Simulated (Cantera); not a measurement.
What does this Cantera script print?

```python
import numpy as np
import cantera as ct

gas_names = [...]  # 115 gases of nasa_gas.yaml made of C, Ca, H, O
cond_names = """
    C(gr) C6H6(L) C7H8(L) C8H18(L),n-octa Ca(a) Ca(b) Ca(L) CaCO3(caL) CaO(s) CaO(L) CaO2H2(s) H2O(s)
    H2O(L)
""".split()


# ... load() reads the species with a 1 bar reference pressure and builds the phases ...
atoms = {
    'CaCO3': {'Ca': 1, 'C': 1, 'O': 3},
    'C': {'C': 1},
    'H2': {'H': 2},
    'CO2': {'C': 1, 'O': 2},
}
top_T = {'C(gr)': 4500}  # K; cautious upper limits of use, not melting points


# ... equilibrate(T, P, feed) seeds the gas with the atoms and calls Mixture.equilibrate('TP', solver="vcs", rtol=1e-11, max_steps=5000) ...
results = []
feed = {'CaCO3': 1, 'C': 0.14, 'H2': 0.063, 'CO2': 0.54}  # mol
T = 1925  # K
for P in [10, 42, 180, 750, 3200, 13000, 56000, 240000, 1000000]:
    mix = equilibrate(T, P, feed)
    results.append((T, P, feed, dict(zip(mix.species_names, mix.species_moles))))

top = {s: max(r[3][s] / sum(r[3][g] for g in gas_names) for r in results) for s in gas_names}
cols = sorted((s for s in top if top[s] > 0.001), key=lambda s: -top[s])[:7]
seen = [c for c in cond_names if any(r[3].get(c, 0) > 1e-12 for r in results)]
print("log10 of partial pressures in bar; condensed amounts in mol")
print(f"{'P/Pa':>10s}" + "".join(f"{s[:9]:>10s}" for s in cols + seen))
for T, P, feed, n in results:
    ng = sum(n[g] for g in gas_names)
    print(f"{P:10.4g}" + "".join(f"{np.log10(max(n[s] / ng * P / 1e5, 1e-99)):10.3f}" for s in cols)
          + "".join(f"{n.get(c, 0):10.4g}" for c in seen))
```

Result:

```
log10 of partial pressures in bar; condensed amounts in mol
      P/Pa       CO2        CO       H2O        O2         O         H        OH    CaO(s)
        10    -4.177    -4.591    -5.561    -5.494    -6.181    -6.324    -6.339    0.9999
        42    -3.514    -4.037    -4.886    -5.278    -6.073    -6.041    -5.948         1
       180    -2.866    -3.440    -4.230    -5.175    -6.022    -5.739    -5.594         1
       750    -2.241    -2.831    -3.600    -5.142    -6.005    -5.432    -5.271         1
      3200    -1.609    -2.204    -2.966    -5.133    -6.001    -5.117    -4.951         1
   1.3e+04    -1.000    -1.596    -2.355    -5.131    -6.000    -4.812    -4.645         1
   5.6e+04    -0.366    -0.962    -1.720    -5.131    -6.000    -4.494    -4.328         1
   2.4e+05     0.266    -0.330    -1.087    -5.130    -5.999    -4.178    -4.011         1
     1e+06     0.886     0.290    -0.467    -5.130    -5.999    -3.868    -3.701         1
```

Cantera equilibrium calculation (NASA polynomials, part measured and part estimated; ideal gas, pure solids and liquids).
